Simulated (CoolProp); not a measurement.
Fluorine at several states: Z from the reference equation and from simpler models built on Tc = -128.7 °C, pc = 5240 kPa, ω = 0.045; each cubic takes its own stable root.

Computed with CoolProp (reference Helmholtz-energy equation of state, de Reuck 1990).

```csv
T (°C),p (kPa),phase,reference
-44.75,21.8,gas,0.9997
14.35,930,gas,0.9953
-188.85,87.6,gas,0.9692
-111.25,13800,supercritical,0.4606
```

### Question
How far does each simpler model (Soave-Redlich-Kwong, Peng-Robinson) lie from the reference over these 4 states: mean and median of the absolute difference, and the worst?

### Answer
- Soave-Redlich-Kwong: mean 2.1 %, median 0.4 %, worst +7.8 % at -111.25 °C and 13800 kPa
- Peng-Robinson: mean 0.5 %, median 0.4 %, worst -1.2 % at -111.25 °C and 13800 kPa
